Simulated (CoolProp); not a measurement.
Values from CoolProp's reference Helmholtz-energy equation of state, Wu 2012.

Q: Give the vapour pressure (kPa), liquid density (kg/m³), enthalpy of vaporisation (kJ/kg), vapour Z of saturated fluoroethane (R161) at 280.8 K.

A: 
| T (K) | p (kPa) | liquid density (kg/m³) | enthalpy of vaporisation (kJ/kg) | vapour Z |
|---|---|---|---|---|
| 280.8 | 558 | 745 | 368 | 0.884 |
